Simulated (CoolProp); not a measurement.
R142b along the isotherm -40.45 °C: Z from the reference equation and from simpler models built on Tc = 137.1 °C, pc = 40.55 bar, ω = 0.232; each cubic takes its own stable root.

The numbers come from the reference Helmholtz-energy equation of state, Lemmon 2006 in CoolProp. It is a short technical equation, of lower accuracy than the large ones.

| p (bar) | phase | reference | van der Waals | Redlich-Kwong | Peng-Robinson |
|---|---|---|---|---|---|
| 1.28 | liquid | 0.005270 | 0.9643 | 0.005981 | 0.005181 |
| 2.63 | liquid | 0.01083 | 0.01815 | 0.01228 | 0.01064 |
| 5.41 | liquid | 0.02226 | 0.03729 | 0.02525 | 0.02188 |
| 11.1 | liquid | 0.04564 | 0.07628 | 0.05174 | 0.04486 |
| 22.8 | liquid | 0.09360 | 0.1558 | 0.1060 | 0.09198 |
| 46.8 | liquid | 0.1915 | 0.3164 | 0.2163 | 0.1881 |
| 96.2 | liquid | 0.3913 | 0.6388 | 0.4402 | 0.3842 |
| 197 | liquid | 0.7924 | 1.274 | 0.8862 | 0.7776 |
| 405 | liquid | 1.597 | 2.529 | 1.775 | 1.569 |

At some of these states van der Waals gives the other phase, because its saturation line lies elsewhere.
